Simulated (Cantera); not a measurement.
Input: 1 mol TiCl4, 0.29 mol O2, equilibrated at 2073.15 K and 10000 Pa.

Equilibrium computed with Cantera from the NASA thermochemical tables; the gas is ideal and each condensed phase is pure. Candidate condensed phases: Ti, TiCl2, TiCl3, TiCl4, TiO, TiO2, Ti2O3, Ti3O5, Ti4O7; 15 gas species. The tables' values for TiCl2 are old estimates; treat these amounts as uncertain. Equilibrium is a limit: real reactors are often held back by kinetics, nucleation or transport.

Base state: Cl 0.584, TiCl4 0.310, TiCl3 0.0517, Cl2 0.0365, TiOCl2 0.0173, O2 0.000119, TiCl2 9.36e-5, O 3.97e-5 (mole fractions); condensed: TiO2(rutile).

**Question.** What changes in the equilibrium state with this change: temperature from 2073.15 K to 2025 K?

**Answer.** 
| species | before | after |
|---|---|---|
| Cl | 0.584 | 0.563 |
| TiCl4 | 0.310 | 0.340 |
| Cl2 | 0.0365 | 0.0483 |
| TiCl3 | 0.0517 | 0.0364 |
| TiOCl2 | 0.0173 | 0.0121 |
| TiCl2 | 9.36e-5 | 3.81e-5 |
| O2 | 0.000119 | 0.000151 |
| TiO2(rutile), mol | 0.273 | 0.278 |

**Question.** What changes in the equilibrium state with this change: temperature from 2073.15 K to 1523.15 K?

**Answer.** 
```
species              before     after
-----------------  --------  --------
TiCl4                 0.310     0.515
Cl2                  0.0365     0.356
Cl                    0.584     0.129
TiOCl2               0.0173   4.57e-5
TiCl3                0.0517  0.000278
TiCl2               9.36e-5     <1e-9
O                   3.97e-5   2.41e-7
ClO                 2.88e-5   1.34e-5
O2                 0.000119  0.000190
TiO2(rutile), mol     0.273     0.290
```
